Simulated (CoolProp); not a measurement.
A single-stage vapour-compression cycle with R245fa: evaporating at 243.15 K (dew point), condensing at 274.15 K (bubble point), superheat 10 K, subcooling 8 K, compressor efficiency 0.8, no pressure losses. Each further row changes one setting.

The numbers come from the reference Helmholtz-energy equation of state, Akasaka 2015 in CoolProp.

```tsv
case	cooling COP	pressure ratio	discharge temperature (K)	refrigerating effect (kJ/kg)	volumetric capacity (kJ/m³)
as stated	5.94	5.05	295.5	199	141
evaporating temperature 248.15 K	7.36	3.76	293.0	203	189
condensing temperature 269.15 K	7.21	4.01	289.3	205	145
subcooling 13 K	6.13	5.05	295.5	205	145
superheat 20 K	5.94	5.05	305.9	207	141
compressor efficiency 0.7	5.20	5.05	300.9	199	141
```
